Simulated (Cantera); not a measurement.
# Premixed flame

A freely propagating, adiabatic, planar premixed flame of CH3OH : O2 : N2 = 1 : 1.36 : 5.13 (molar parts), equivalence ratio 1.1, unburnt at 400 K and 101000 Pa; mixture-averaged transport, grid criteria slope 0.08 and curve 0.16, no radiation.

Computed with Cantera and GRI-Mech 3.0 (53 species, 325 reactions). GRI-Mech 3.0 was tuned for natural gas; its chemistry of methanol as a main component is partial and can be far from experiment. Burning velocities carry a grid error of a few per cent, more on coarse grids.

```
z (mm)   T (K)  u (m/s)  x CH3OH     x O2     x CO2    x H2O2      x H     x OH
-------  -----  -------  -------  -------  --------  --------  -------  -------
-0.841     400    0.754    0.133    0.181   1.79e-7   2.35e-7    <1e-8    <1e-8
-0.561     402    0.760    0.133    0.180   5.00e-6   4.22e-6    <1e-8    <1e-8
-0.421     410    0.778    0.132    0.179   3.09e-5   1.98e-5    <1e-8    <1e-8
-0.280     466    0.896    0.128    0.173  0.000345  0.000140    <1e-8    <1e-8
-0.140     831     1.66   0.0979    0.141   0.00449  0.000962  1.20e-6  3.50e-7
-0.0701   1231     2.54   0.0546    0.104    0.0118   0.00153  7.79e-5  5.29e-5
0         1649     3.51  0.00778   0.0634    0.0246  0.000174  0.00204  0.00154
0.0701    1791     3.83  7.58e-5   0.0387    0.0403   8.07e-7  0.00748  0.00516
0.140     1841     3.91  2.07e-7   0.0258    0.0541   5.12e-7   0.0105  0.00766
0.280     1907     4.02    <1e-8   0.0172    0.0703   4.21e-7   0.0113  0.00901
0.561     1985     4.16    <1e-8   0.0130    0.0799   2.99e-7  0.00936  0.00899
1.12      2068     4.31    <1e-8  0.00982    0.0838   2.04e-7  0.00647  0.00819
2.24      2145     4.45    <1e-8  0.00684    0.0871   1.38e-7  0.00407  0.00688
```
x: mole fraction of selected species; z is measured from the peak of heat release.

- laminar burning velocity: 75.3 cm/s
- thermal thickness: 0.280 mm
- peak x(H2O2): 0.00153
- peak x(H): 0.0114
- peak x(OH): 0.00912
- grid points: 127
